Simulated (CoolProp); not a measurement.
Vapour pressure (MPa) of n-hexane: the reference equation beside estimates from Tc = 234.7 °C, pc = 3.044 MPa, ω = 0.300. Clausius-Clapeyron is anchored at 40.05 °C with a constant enthalpy of vaporisation of 30.67 kJ/mol.

The numbers come from the reference Helmholtz-energy equation of state, Thol 2019 in CoolProp.

```tsv
T (°C)	reference	Clausius-Clapeyron	van der Waals	Peng-Robinson
-32.75	0.0007830	0.001055	0.05787	0.0008441
-18.15	0.002103	0.002540	0.08708	?
-3.65	?	0.005531	0.1253	0.005117
10.95	0.01057	0.01118	0.1744	0.01078
25.45	0.02056	0.02099	0.2351	0.02078
40.05	0.03734	0.03734	0.3094	0.03750
54.55	0.06348	0.06288	0.3976	0.06348
69.15	0.1027	0.1016	0.5019	?
83.65	0.1583	0.1575	0.6219	0.1578
98.25	?	0.2364	0.7603	0.2346
```

Complete the blanks.


- -18.15, Peng-Robinson: 0.002212
- -3.65, reference: 0.004953
- 69.15, Peng-Robinson: 0.1025
- 98.25, reference: 0.2354

Absolute difference from the reference over all 10 rows, mean and median: Clausius-Clapeyron 7.8 and 1.6 %, van der Waals 1851.4 and 886.0 %, Peng-Robinson 2.1 and 0.7 %.
